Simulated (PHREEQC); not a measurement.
Buffer (model solution)

Make-up at 20 °C: 0.0014 mol H3BO3, 0.0004 mol K2HPO4 and 0.13 mol NaCl per kg of water. Closed to the air; pH follows from the charge balance.

Computed with PHREEQC (ion-association model, phreeqc.dat).

Precipitation was switched off in this run.

### Question
Predict the pH, specific conductance, density.

### Answer
pH 7.70; specific conductance 12000 µS/cm; density 1.004 g/cm³.

### Question
In which forms is P present?

### Answer
HPO4-2 81 %, H2PO4- 12 %, NaHPO4- 7.1 % of the P.

Species that the database lacks are ignored.
